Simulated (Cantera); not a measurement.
**Formation from one mole of O₂**

Source: NASA polynomial tables (part measured, part estimated), evaluated in Cantera. Values are per mole of reaction as written; species without (g) are pure solids or liquids, kept so even where they would boil at 1 bar.

2 Mg + O₂(g) = 2 MgO

| T (K) | ΔH° (kJ) | ΔS° (J/K) | ΔG° (kJ) | log10 K | condensed phases |
|---|---|---|---|---|---|
| 350 | -1202.6 | -216.7 | -1126.8 | 168.16 | Mg(s), MgO(s) |
| 500 | -1202.2 | -215.7 | -1094.3 | 114.32 | Mg(s), MgO(s) |
| 650 | -1201.2 | -214.0 | -1062.1 | 85.35 | Mg(s), MgO(s) |
| 800 | -1200.4 | -212.9 | -1030.1 | 67.26 | Mg(s), MgO(s) |
| 950 | -1216.8 | -230.6 | -997.7 | 54.86 | Mg(l), MgO(s) |
| 1100 | -1216.9 | -230.7 | -963.1 | 45.73 | Mg(l), MgO(s) |
| 1250 | -1216.9 | -230.7 | -928.5 | 38.80 | Mg(l), MgO(s) |
| 1400 | -1216.7 | -230.6 | -893.9 | 33.35 | Mg(l), MgO(s) |
| 1550 | -1216.4 | -230.3 | -859.3 | 28.96 | Mg(l), MgO(s) |

2 Pb + O₂(g) = 2 PbO

```
T (K)  ΔH° (kJ)  ΔS° (J/K)  ΔG° (kJ)  log10 K    condensed phases
-----  --------  ---------  --------  -------  ------------------
350      -438.3     -200.4    -368.1    54.94     Pb(s), PbO(red)
500      -435.9     -194.8    -338.5    35.36     Pb(s), PbO(red)
650      -442.7     -205.9    -308.9    24.82     Pb(l), PbO(red)
800      -439.6     -201.6    -278.3    18.17  Pb(l), PbO(yellow)
950      -436.8     -198.4    -248.3    13.65  Pb(l), PbO(yellow)
1100     -433.4     -195.1    -218.8    10.39  Pb(l), PbO(yellow)
1250     -377.5     -146.9    -193.8     8.10       Pb(l), PbO(l)
1400     -372.0     -142.8    -172.1     6.42       Pb(l), PbO(l)
1550     -366.5     -139.1    -151.0     5.09       Pb(l), PbO(l)
```

2 Ca + O₂(g) = 2 CaO

```csv
T (K),ΔH° (kJ),ΔS° (J/K),ΔG° (kJ),log10 K,condensed phases
350,-1269.9,-212.9,-1195.4,178.40,"Ca(s), CaO(s)"
500,-1268.6,-209.8,-1163.7,121.57,"Ca(s), CaO(s)"
650,-1267.3,-207.6,-1132.4,91.00,"Ca(s), CaO(s)"
800,-1267.9,-208.4,-1101.2,71.90,"Ca(s), CaO(s)"
950,-1266.4,-206.7,-1070.0,58.83,"Ca(s), CaO(s)"
1100,-1265.4,-205.7,-1039.1,49.34,"Ca(s), CaO(s)"
1250,-1282.7,-221.2,-1006.2,42.05,"Ca(l), CaO(s)"
1400,-1282.9,-221.3,-973.0,36.30,"Ca(l), CaO(s)"
1550,-1282.9,-221.3,-939.8,31.67,"Ca(l), CaO(s)"
```
